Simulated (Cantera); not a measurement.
A closed system holds: 1 mol AlCl₃, 110 mol NH₃, 130 mol H₂, held at 13.3 mbar.

Equilibrium computed with Cantera from the NASA thermochemical tables; the gas is ideal and each condensed phase is pure. Candidate condensed phases: Al, AlCl₃, AlN, NH₄Cl; 20 gas species. The tables' values for AlCl₂ are old estimates; treat these amounts as uncertain. Rates play no part. All values below are at 1523 K.

Base state: H₂ 0.836, N₂ 0.156, HCl 0.00689, AlCl 0.00146, H 0.000183, AlCl₂ 6.44e-5, AlCl₃ 2.03e-5 (mole fractions); condensed: AlN(s).

### Question
What changes in the equilibrium state with this change: NH₃ from 110 to 0.96 mol?

### Answer
| species | before | after |
|---|---|---|
| H₂ | 0.836 | 0.975 |
| HCl | 0.00689 | 0.0138 |
| AlCl | 0.00146 | 0.00661 |
| N₂ | 0.156 | 0.00359 |
| AlCl₃ | 2.03e-5 | 0.000316 |
| AlCl₂ | 6.44e-5 | 0.000541 |
| H | 0.000183 | 0.000198 |
| AlN(s), mol | 0.458 | 0 |
